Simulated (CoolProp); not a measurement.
Vapour-liquid equilibrium of nitrogen (1) + methane (2) at -159.35 °C; x and y are mole fractions of (1).

Values from CoolProp's multi-fluid Helmholtz-energy mixture model, Span 2000 and Setzmann 1991; pair parameters Kunz 2012.

```tsv
x	bubble pressure, mixture model (kPa)	bubble pressure, Raoult's law (kPa)	y, mixture model	y, Raoult's law
0.05	251.2	205.1	0.519	0.443
0.15	475.3	374.6	0.751	0.727
0.25	662.1	544.1	0.827	0.834
0.35	822.5	713.6	0.866	0.890
0.45	965.7	883.0	0.892	0.925
0.55	1100	1053	0.912	0.949
0.65	1232	1222	0.930	0.966
0.75	1372	1391	0.947	0.978
0.85	1527	1561	0.965	0.988
0.95	1709	1730	0.987	0.997
```

The largest gap from Raoult's law is +26.9 % in bubble pressure, at x = 0.15. No azeotrope shows between x = 0.05 and 0.95.

Pair parameters are fitted to limited data, so mixtures are less certain than the pure fluids. The gap from Raoult's law changes sign with composition, which may be real or a fault of the pair parameters; it wasn't checked against measurements.
